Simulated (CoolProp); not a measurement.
The fluid at 293.58 K and 0.00403 MPa expands adiabatically to 0.000269 MPa with isentropic efficiency 1. The same conditions are run with several fluids, on thermodynamics alone (safety and materials aside).

Values from CoolProp's reference Helmholtz-energy equation of state of each fluid (R113: Marx 1992; R142b: Lemmon 2006; CH3F (R41): Lemmon 2006; c-C4F8 (RC318): Platzer 1990; dimethyl ether: Wu 2011). The equations of Platzer and Polt are older, rougher fits.

Task: Rank R113, R142b, CH3F (R41), c-C4F8 (RC318), dimethyl ether by work (kJ/kg), highest first.

Result: CH3F (R41) (143), dimethyl ether (120), R142b (57.0), R113 (32.0), c-C4F8 (RC318) (30.7)

| fluid | final temperature (K) | final density (kg/m³) |
|---|---|---|
| R113 | 241.1 | 0.0252 |
| R142b | 217.4 | 0.0150 |
| CH3F (R41) | 153.1 | 0.00719 |
| c-C4F8 (RC318) | 252.1 | 0.0257 |
| dimethyl ether | 200.7 | 0.00743 |
